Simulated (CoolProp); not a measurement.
Vinyl chloride at several states: fugacity coefficient from the reference equation and from simpler models built on Tc = 151.9 °C, pc = 5600 kPa, ω = 0.160; each cubic takes its own stable root.

Values from CoolProp's reference Helmholtz-energy equation of state, Thol 2022.

| T (°C) | p (kPa) | phase | reference | Redlich-Kwong | Soave-Redlich-Kwong | Peng-Robinson |
|---|---|---|---|---|---|---|
| 142.75 | 10500 | liquid | ? | 0.3910 | 0.3870 | 0.3673 |
| 151.55 | 32700 | liquid | 0.2293 | ? | ? | 0.2208 |
| 78.25 | 104 | gas | 0.9890 | 0.9892 | 0.9888 | 0.9879 |
| -60.25 | 582 | liquid | ? | 0.02266 | 0.01602 | 0.01714 |
| 143.05 | 188 | gas | 0.9884 | 0.9879 | 0.9878 | 0.9865 |
| -122.85 | 121 | liquid | ? | ? | ? | ? |

**Question.** Complete the blanks.

**Answer.** 
- 142.75, reference: 0.3766
- 151.55, Redlich-Kwong: 0.2474
- 151.55, Soave-Redlich-Kwong: 0.2473
- -60.25, reference: 0.01596
- -122.85, reference: 0.0001495
- -122.85, Redlich-Kwong: 0.0001803
- -122.85, Soave-Redlich-Kwong: 0.0001887
- -122.85, Peng-Robinson: 0.0002423
